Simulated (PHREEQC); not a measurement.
Consider water at 20 °C with 0.27 mol Cu(NO3)2, 0.00012 mol HCl and 8.7e-05 mol Na2SO4 per kg of water. Closed to the air; pH follows from the charge balance.

Computed with PHREEQC (ion-association model, phreeqc.dat).

```
quantity           before    after
----------------  -------  -------
pH                   3.91     4.11
SO4-2 (mol/kgw)   3.27e-5  3.27e-5
HSO4- (mol/kgw)   7.81e-8  4.90e-8
NaSO4- (mol/kgw)  5.11e-9  5.11e-9
```

Which change was made?
A) Cu(NO3)2 replaced by LiNO3 at the same molality
B) HCl from 0.00012 to 0.00024 mol/kgw
C) Cu(NO3)2 from 0.27 to 0.054 mol/kgw
D) Cu(NO3)2 left out
E) HCl left out

E, HCl left out

This is a speciation only: nothing precipitates in the calculation. The ionic strength passes 0.7 mol/kgw, the rough limit of the ion-association models, in every such run.
